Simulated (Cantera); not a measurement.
A perfectly stirred reactor is fed with CO : H2 : O2 : N2 = 1 : 0.34 : 1.14 : 4.27 (molar parts), at 12.0 bar; it is adiabatic with a 525 K inlet, and is followed from long to short residence time, starting on the burning branch (τ in s: 0.047, 0.02, 0.0087, 0.0037, 0.0016, 0.0007, 0.0003, 0.00013, 5.6e-05).

Cantera simulation using GRI-Mech 3.0 (53 species, 325 reactions); the numbers are that mechanism's predictions, not measurements. The hydrogen kinetics of GRI-Mech 3.0 are dated; newer H2 mechanisms differ, most at raised pressure. The pressure lies above the range GRI-Mech 3.0 was tuned for (to about 10 atm).

**Question.** What does this change do: 0.48 parts CO2 added?

**Answer.** 
| quantity | before | after |
|---|---|---|
| blow-out, bracketed by the residence times tried | burning at 56.0 µs, the shortest tried | burning at 56.0 µs, the shortest tried |
| x(CO) at τ = 47.0 ms | 0.000650 | 0.000500 |
| x(H2) at τ = 47.0 ms | 4.04e-5 | 2.13e-5 |
| x(O2) at τ = 47.0 ms | 0.0768 | 0.0716 |
| x(OH) at τ = 47.0 ms | 0.00105 | 0.000566 |
| x(NO) at τ = 47.0 ms | 0.000907 | 0.000121 |
| x(CO) at τ = 1.60 ms | 0.00339 | 0.00402 |
| x(H2) at τ = 1.60 ms | 0.000162 | 0.000147 |
| x(O2) at τ = 1.60 ms | 0.0782 | 0.0731 |
| x(OH) at τ = 1.60 ms | 0.00178 | 0.00121 |
| x(NO) at τ = 1.60 ms | 0.000123 | 4.03e-5 |
